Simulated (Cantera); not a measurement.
# Adiabatic ignition

An adiabatic, constant-volume homogeneous reactor starts with CH3OH : O2 : N2 : CO2 = 1 : 3.26 : 12.3 : 0.3 (molar parts), equivalence ratio 0.46, at 1250 K and 1.00 bar.

Cantera simulation using GRI-Mech 3.0 (53 species, 325 reactions); the numbers are that mechanism's predictions, not measurements. GRI-Mech 3.0 was tuned for natural gas; its chemistry of methanol as a main component is partial and can be far from experiment.

```json
[
 {"t (s)": "5.00e-6", "T (K)": "1250", "P (bar)": "1.00", "x CH3OH": "0.0593", "x O2": "0.193", "x HCN": "<1e-12", "x H2": "3.71e-8", "x H": "1.55e-9", "x C2H2": "<1e-12", "x HO2": "5.82e-8"},
 {"t (s)": "1.20e-5", "T (K)": "1250", "P (bar)": "1.00", "x CH3OH": "0.0593", "x O2": "0.193", "x HCN": "<1e-12", "x H2": "9.62e-8", "x H": "1.58e-9", "x C2H2": "<1e-12", "x HO2": "1.53e-7"},
 {"t (s)": "2.86e-5", "T (K)": "1250", "P (bar)": "1.00", "x CH3OH": "0.0593", "x O2": "0.193", "x HCN": "<1e-12", "x H2": "2.41e-7", "x H": "1.64e-9", "x C2H2": "<1e-12", "x HO2": "3.95e-7"},
 {"t (s)": "6.84e-5", "T (K)": "1250", "P (bar)": "1.00", "x CH3OH": "0.0593", "x O2": "0.193", "x HCN": "<1e-12", "x H2": "6.06e-7", "x H": "1.73e-9", "x C2H2": "<1e-12", "x HO2": "1.03e-6"},
 {"t (s)": "0.000164", "T (K)": "1250", "P (bar)": "1.00", "x CH3OH": "0.0593", "x O2": "0.193", "x HCN": "<1e-12", "x H2": "1.54e-6", "x H": "1.88e-9", "x C2H2": "<1e-12", "x HO2": "2.68e-6"},
 {"t (s)": "0.000391", "T (K)": "1250", "P (bar)": "1.00", "x CH3OH": "0.0593", "x O2": "0.193", "x HCN": "<1e-12", "x H2": "4.06e-6", "x H": "2.22e-9", "x C2H2": "<1e-12", "x HO2": "6.69e-6"},
 {"t (s)": "0.000935", "T (K)": "1250", "P (bar)": "1.00", "x CH3OH": "0.0593", "x O2": "0.193", "x HCN": "<1e-12", "x H2": "1.27e-5", "x H": "3.84e-9", "x C2H2": "<1e-12", "x HO2": "1.61e-5"},
 {"t (s)": "0.00224", "T (K)": "1250", "P (bar)": "1.00", "x CH3OH": "0.0591", "x O2": "0.193", "x HCN": "<1e-12", "x H2": "7.16e-5", "x H": "1.55e-8", "x C2H2": "<1e-12", "x HO2": "4.41e-5"},
 {"t (s)": "0.00535", "T (K)": "2411", "P (bar)": "2.00", "x CH3OH": "<1e-12", "x O2": "0.100", "x HCN": "1.26e-12", "x H2": "0.00101", "x H": "0.000411", "x C2H2": "<1e-12", "x HO2": "8.02e-6"},
 {"t (s)": "0.0128", "T (K)": "2409", "P (bar)": "2.00", "x CH3OH": "<1e-12", "x O2": "0.0984", "x HCN": "1.88e-12", "x H2": "0.000937", "x H": "0.000363", "x C2H2": "<1e-12", "x HO2": "7.87e-6"},
 {"t (s)": "0.0306", "T (K)": "2399", "P (bar)": "1.99", "x CH3OH": "<1e-12", "x O2": "0.0960", "x HCN": "2.50e-12", "x H2": "0.000904", "x H": "0.000341", "x C2H2": "<1e-12", "x HO2": "7.52e-6"},
 {"t (s)": "0.0731", "T (K)": "2393", "P (bar)": "1.98", "x CH3OH": "<1e-12", "x O2": "0.0945", "x HCN": "2.76e-12", "x H2": "0.000884", "x H": "0.000327", "x C2H2": "<1e-12", "x HO2": "7.30e-6"},
 {"t (s)": "0.175", "T (K)": "2392", "P (bar)": "1.98", "x CH3OH": "<1e-12", "x O2": "0.0943", "x HCN": "2.79e-12", "x H2": "0.000882", "x H": "0.000326", "x C2H2": "<1e-12", "x HO2": "7.28e-6"},
 {"t (s)": "0.418", "T (K)": "2392", "P (bar)": "1.98", "x CH3OH": "<1e-12", "x O2": "0.0943", "x HCN": "2.79e-12", "x H2": "0.000882", "x H": "0.000326", "x C2H2": "<1e-12", "x HO2": "7.28e-6"},
 {"t (s)": "1.00", "T (K)": "2392", "P (bar)": "1.98", "x CH3OH": "<1e-12", "x O2": "0.0943", "x HCN": "2.79e-12", "x H2": "0.000882", "x H": "0.000326", "x C2H2": "<1e-12", "x HO2": "7.28e-6"}
]
```
x: mole fraction; the columns are a selection and need not sum to one.

```yaml
time_of_steepest_temperature_rise: 5.05 ms
temperature at 1.00 s: 2392 K
equilibrium_temperature: 2392 K
x(CH3OH) at 1.00 s: <1e-12 (gas-phase equilibrium <1e-12)
x(O2) at 1.00 s: 0.0943 (gas-phase equilibrium 0.0943)
x(HCN) at 1.00 s: 2.79e-12 (gas-phase equilibrium 2.79e-12)
```
